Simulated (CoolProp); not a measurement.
Values from CoolProp's reference Helmholtz-energy equation of state, Zhou 2016.

Q: For R245ca, give the phase and the cp (kJ/(kg K)), cv (kJ/(kg K)), speed of sound (m/s) at -59.55 °C and 45.7 bar; 73.65 °C and 0.582 bar.

A: 
- -59.55 °C and 45.7 bar: liquid; cp 1.32, cv 0.941, speed of sound 1120
- 73.65 °C and 0.582 bar: gas; cp 0.999, cv 0.932, speed of sound 150
